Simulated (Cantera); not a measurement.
Stirred combustor or abatement burner

A perfectly stirred reactor is fed with CO : H2 : O2 : N2 : CO2 = 1 : 0.042 : 0.326 : 1.22 : 0.67 (molar parts), equivalence ratio 1.6, at 5.00 bar; it is adiabatic with a 625 K inlet, and is followed from long to short residence time, starting on the burning branch (τ in s: 0.14, 0.052, 0.02, 0.0074, 0.0028, 0.0011, 0.0004, 0.00015, 5.7e-05).

Cantera simulation using GRI-Mech 3.0 (53 species, 325 reactions); the numbers are that mechanism's predictions, not measurements. The hydrogen kinetics of GRI-Mech 3.0 are dated; newer H2 mechanisms differ, most at raised pressure.

```json
[
 {"τ (s)": "0.14", "T (K)": "2043", "x CO": "0.133", "x H2": "0.000853", "x O2": "0.000235", "x H2O": "0.0133", "x CO2": "0.437"},
 {"τ (s)": "0.052", "T (K)": "2039", "x CO": "0.133", "x H2": "0.000854", "x O2": "0.000511", "x H2O": "0.0132", "x CO2": "0.436"},
 {"τ (s)": "0.020", "T (K)": "2029", "x CO": "0.134", "x H2": "0.000859", "x O2": "0.00108", "x H2O": "0.0130", "x CO2": "0.434"},
 {"τ (s)": "0.0074", "T (K)": "2011", "x CO": "0.137", "x H2": "0.000873", "x O2": "0.00230", "x H2O": "0.0128", "x CO2": "0.431"},
 {"τ (s)": "0.0028", "T (K)": "1977", "x CO": "0.141", "x H2": "0.000905", "x O2": "0.00451", "x H2O": "0.0125", "x CO2": "0.425"},
 {"τ (s)": "0.0011", "T (K)": "1926", "x CO": "0.148", "x H2": "0.000958", "x O2": "0.00792", "x H2O": "0.0120", "x CO2": "0.416"},
 {"τ (s)": "0.00040", "T (K)": "1842", "x CO": "0.158", "x H2": "0.00104", "x O2": "0.0133", "x H2O": "0.0114", "x CO2": "0.401"},
 {"τ (s)": "0.00015", "T (K)": "1728", "x CO": "0.173", "x H2": "0.00116", "x O2": "0.0206", "x H2O": "0.0107", "x CO2": "0.382"},
 {"τ (s)": "5.7e-5", "T (K)": "1517", "x CO": "0.202", "x H2": "0.00146", "x O2": "0.0364", "x H2O": "0.0104", "x CO2": "0.343"}
]
```
x: mole fraction; the columns are a selection and need not sum to one.
